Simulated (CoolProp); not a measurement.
Vapour-liquid equilibrium of benzene (1) + p-xylene (2) at 0.801 MPa; x and y are mole fractions of (1).

Model: multi-fluid Helmholtz-energy mixture model, Thol 2012 and Zhou 2012; pair parameters Bell 2016, in CoolProp.

```json
[
 {"x": "0.05", "bubble temperature, mixture model (°C)": "231.9", "bubble temperature, Raoult's law (°C)": "230.8", "y, mixture model": "[?]", "y, Raoult's law": "0.143"},
 {"x": "0.15", "bubble temperature, mixture model (°C)": "[?]", "bubble temperature, Raoult's law (°C)": "219.9", "y, mixture model": "[?]", "y, Raoult's law": "0.366"},
 {"x": "0.25", "bubble temperature, mixture model (°C)": "213.3", "bubble temperature, Raoult's law (°C)": "210.4", "y, mixture model": "0.464", "y, Raoult's law": "0.529"},
 {"x": "0.35", "bubble temperature, mixture model (°C)": "205.0", "bubble temperature, Raoult's law (°C)": "202.2", "y, mixture model": "0.594", "y, Raoult's law": "0.650"},
 {"x": "0.45", "bubble temperature, mixture model (°C)": "[?]", "bubble temperature, Raoult's law (°C)": "194.9", "y, mixture model": "0.697", "y, Raoult's law": "0.743"},
 {"x": "0.55", "bubble temperature, mixture model (°C)": "190.5", "bubble temperature, Raoult's law (°C)": "188.4", "y, mixture model": "0.781", "y, Raoult's law": "0.816"},
 {"x": "0.65", "bubble temperature, mixture model (°C)": "184.2", "bubble temperature, Raoult's law (°C)": "182.6", "y, mixture model": "0.848", "y, Raoult's law": "0.873"},
 {"x": "0.75", "bubble temperature, mixture model (°C)": "[?]", "bubble temperature, Raoult's law (°C)": "177.4", "y, mixture model": "[?]", "y, Raoult's law": "0.919"},
 {"x": "0.85", "bubble temperature, mixture model (°C)": "[?]", "bubble temperature, Raoult's law (°C)": "172.7", "y, mixture model": "0.947", "y, Raoult's law": "0.956"},
 {"x": "0.95", "bubble temperature, mixture model (°C)": "[?]", "bubble temperature, Raoult's law (°C)": "168.3", "y, mixture model": "0.984", "y, Raoult's law": "0.987"}
]
```

What belongs in the gaps?


- 0.05, y, mixture model: 0.110
- 0.15, bubble temperature, mixture model (°C): 222.3
- 0.15, y, mixture model: 0.305
- 0.45, bubble temperature, mixture model (°C): 197.4
- 0.75, bubble temperature, mixture model (°C): 178.5
- 0.75, y, mixture model: 0.902
- 0.85, bubble temperature, mixture model (°C): 173.3
- 0.95, bubble temperature, mixture model (°C): 168.6

The largest gap from Raoult's law is +2.9 K in bubble temperature, at x = 0.25. No azeotrope shows between x = 0.05 and 0.95.

The pair parameters rest on a limited set of measurements; away from them the model extrapolates.
